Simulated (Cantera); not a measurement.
A closed system holds: 1 mol B2O3, 2.6 mol H2, held at 2025 K and 100 Torr.

Equilibrium computed with Cantera from the NASA thermochemical tables; the gas is ideal and each condensed phase is pure. Candidate condensed phases: B, B2O3, B3O3H3, H2O; 23 gas species. Equilibrium is a limit: real reactors are often held back by kinetics, nucleation or transport.

Base state: H2 0.631, B2O3 0.176, HBO2 0.0950, HBO 0.0650, B2O2 0.0176, BO 0.00611, H2O 0.00558, H 0.00419 (mole fractions); condensed: gas only.

Problem. What changes in the equilibrium state with this change: pressure from 100 Torr to 0.143 Torr?

Solution. 
```
species   before     after
-------  -------  --------
H2         0.631     0.519
B2O3       0.176     0.127
HBO2      0.0950     0.111
H        0.00419     0.101
BO       0.00611    0.0908
B2O2      0.0176   0.00553
HBO       0.0650    0.0331
H2O      0.00558    0.0105
O        1.87e-8   3.00e-5
OH       3.87e-6  0.000213
BO2      7.96e-5   0.00271
```
